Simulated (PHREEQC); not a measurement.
Dissolve 170 mmol/kgw Pb(NO3)2 and 9.8 mmol/kgw Al2(SO4)3 at 25 °C. It is in equilibrium with CO2 at log p = -3.4 (atm). Otherwise closed; pH follows from the charge balance.

Equilibrium calculation in PHREEQC: ion-association model, wateq4f.dat.

```
quantity                   before    after
------------------------  -------  -------
pH                           3.73     4.46
ionic strength (mol/kgw)    0.398  0.00587
NO3- (mol/kgw)              0.264  0.00334
HCO3- (mol/kgw)           4.52e-8  1.88e-7
```

Problem. What was changed between the two runs?
A. temperature from 25 to 15 °C
B. Al2(SO4)3 left out
C. Pb(NO3)2 replaced by Sr(NO3)2 at the same molality
D. Pb(NO3)2 from 0.17 to 0.017 mol/kgw
E. diluted 100-fold with water

Solution. E, diluted 100-fold with water

No solid was allowed to form. Some of these states are supersaturated (in Anglesite, Larnakite, Basaluminite, for instance).
